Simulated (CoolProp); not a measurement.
Vapour-liquid equilibrium of toluene (1) + n-nonane (2) at 303.9 K; x and y are mole fractions of (1).

The numbers come from the multi-fluid Helmholtz-energy mixture model, Lemmon 2006 and Lemmon 2006; pair parameters Bell 2016 in CoolProp.

```json
[
 {"x": "0.05", "bubble pressure, mixture model (MPa)": "0.001171", "bubble pressure, Raoult's law (MPa)": "0.001040", "y, mixture model": "0.328", "y, Raoult's law": "0.244"},
 {"x": "0.125", "bubble pressure, mixture model (MPa)": "0.001655", "bubble pressure, Raoult's law (MPa)": "0.001359", "y, mixture model": "0.560", "y, Raoult's law": "0.467"},
 {"x": "0.2", "bubble pressure, mixture model (MPa)": "0.002096", "bubble pressure, Raoult's law (MPa)": "0.001678", "y, mixture model": "0.680", "y, Raoult's law": "0.606"},
 {"x": "0.275", "bubble pressure, mixture model (MPa)": "0.002491", "bubble pressure, Raoult's law (MPa)": "0.001997", "y, mixture model": "0.752", "y, Raoult's law": "0.700"},
 {"x": "0.35", "bubble pressure, mixture model (MPa)": "0.002843", "bubble pressure, Raoult's law (MPa)": "0.002315", "y, mixture model": "0.801", "y, Raoult's law": "0.768"},
 {"x": "0.425", "bubble pressure, mixture model (MPa)": "0.003158", "bubble pressure, Raoult's law (MPa)": "0.002634", "y, mixture model": "0.837", "y, Raoult's law": "0.819"},
 {"x": "0.5", "bubble pressure, mixture model (MPa)": "0.003442", "bubble pressure, Raoult's law (MPa)": "0.002953", "y, mixture model": "0.865", "y, Raoult's law": "0.860"},
 {"x": "0.575", "bubble pressure, mixture model (MPa)": "0.003702", "bubble pressure, Raoult's law (MPa)": "0.003272", "y, mixture model": "0.888", "y, Raoult's law": "0.893"},
 {"x": "0.65", "bubble pressure, mixture model (MPa)": "0.003947", "bubble pressure, Raoult's law (MPa)": "0.003591", "y, mixture model": "0.908", "y, Raoult's law": "0.919"},
 {"x": "0.725", "bubble pressure, mixture model (MPa)": "0.004183", "bubble pressure, Raoult's law (MPa)": "0.003910", "y, mixture model": "0.927", "y, Raoult's law": "0.942"},
 {"x": "0.8", "bubble pressure, mixture model (MPa)": "0.004418", "bubble pressure, Raoult's law (MPa)": "0.004229", "y, mixture model": "0.946", "y, Raoult's law": "0.961"},
 {"x": "0.875", "bubble pressure, mixture model (MPa)": "0.004657", "bubble pressure, Raoult's law (MPa)": "0.004548", "y, mixture model": "0.965", "y, Raoult's law": "0.977"},
 {"x": "0.95", "bubble pressure, mixture model (MPa)": "0.004906", "bubble pressure, Raoult's law (MPa)": "0.004867", "y, mixture model": "0.985", "y, Raoult's law": "0.992"}
]
```

The largest gap from Raoult's law is +24.9 % in bubble pressure, at x = 0.2. No azeotrope shows between x = 0.05 and 0.95.

Pair parameters are fitted to limited data, so mixtures are less certain than the pure fluids.
